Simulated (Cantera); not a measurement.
A closed system holds: 1 mol Fe, 0.016 mol HCl, 0.022 mol Cl2, at 0.133 bar.

These are equilibrium values from Cantera (NASA tables, ideal gas, pure condensed phases), not measurements of a reactor. Candidate condensed phases: Fe, FeCl2, FeCl3; 11 gas species. Equilibrium is a limit: real reactors are often held back by kinetics, nucleation or transport.

Task: At 1150 K, list the 4 most abundant gas species with their mole fractions, and the condensed phases.

Result: FeCl2 0.564, HCl 0.324, H2 0.0595, Fe2Cl4 0.0518. Condensed: Fe(α).
